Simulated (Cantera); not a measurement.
# Equilibrium for abatement and gas-phase synthesis: SO2 + O2

Feed: 1 mol SO2, a varied amount of O2, at 523.15 K and 100 bar.

Cantera equilibrium calculation (NASA polynomials, part measured and part estimated; ideal gas, pure solids and liquids). Candidate condensed phases: S; 10 gas species. The ideal-gas law is rough above about 30 bar. Equilibrium is a limit: real reactors are often held back by kinetics, nucleation or transport.

```csv
n(O2) (mol),x SO3,x O2,x SO2
0.21,0.420,<1e-12,0.580
0.49,0.980,2.98e-9,0.0200
0.76,0.794,0.206,1.95e-6
1,0.667,0.333,1.29e-6
1.3,0.556,0.444,9.29e-7
1.6,0.476,0.524,7.33e-7
1.9,0.417,0.583,6.08e-7
2.1,0.385,0.615,5.46e-7
2.4,0.345,0.655,4.75e-7
2.7,0.312,0.688,4.20e-7
2.9,0.294,0.706,3.90e-7
```
x: gas mole fraction; nothing condenses.

From 0.21 mol O2 to 2.9 mol O2 nothing is condensed.
